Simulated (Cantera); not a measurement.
## Ignition delay

Mixture: CO : H2 : O2 : N2 = 1 : 0.066 : 1.3 : 4.89 (molar parts), equivalence ratio 0.41, at 0.670 bar, adiabatic and at constant volume. Ignition delay is the time to a rise of 400 K.

Detailed kinetics in Cantera: GRI-Mech 3.0 (53 species, 325 reactions). Where the delays flatten at high temperature, the 400 K rule measures the pace of heat release, not the induction time.

```tsv
T0 (K)	delay (ms)
1300	0.285
1350	0.267
1400	0.256
1450	0.250
1500	0.249
1550	0.251
```
